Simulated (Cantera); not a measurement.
Charge: 1 mol SiH2Cl2, 0.15 mol Cl2, 120 mol N2, at 850 °C and 10.0 Torr.

Equilibrium computed with Cantera from the NASA thermochemical tables; the gas is ideal and each condensed phase is pure. Candidate condensed phases: NH4Cl, Si, Si3N4; 28 gas species. N2 is the only nitrogen source here; it is nearly inert below about 1500 K, so the nitride shown seldom forms there in practice. The tables' values for SiCl3 are old estimates; treat these amounts as uncertain. Kinetics and transport are ignored.

Question: What is the equilibrium state?

Answer: 
| Property | Result |
|---|---|
| x(N2) | 0.984 |
| x(HCl) | 0.0140 |
| x(H2) | 0.00123 |
| x(SiCl4) | 0.00120 |
| x(SiCl3) | 3.16e-5 |
| x(SiCl2) | 1.03e-5 |
| x(SiHCl3) | 1.80e-6 |
| n(Si3N4(s)) | 0.283 mol |
| gas amount | 121.4 mol |
| log10 activity of Si(s) (absent) | -4.51 |
